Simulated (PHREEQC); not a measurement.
0.012 g of hydrous ferric oxide (600 m²/g; 0.2 weak and 0.005 strong sites per Fe, Dzombak-Morel constants, diffuse double layer) in 1 kg of water with 0.01 mol/kgw of an inert sodium salt, at 25 °C; the pH is set by adding NaOH or the inert anion's acid. O2 is buffered at 0.21 atm. The system is closed to CO2. Nothing may precipitate in this run.

Model: ion-association model, wateq4f.dat, run in PHREEQC.

Q: Predict surface charge σ (C/m²) at pH = 4, 6.5, 10.5.

A: 
| pH | surface charge σ (C/m²) |
|---|---|
| 4 | 0.216 |
| 6.5 | 0.030 |
| 10.5 | -0.064 |
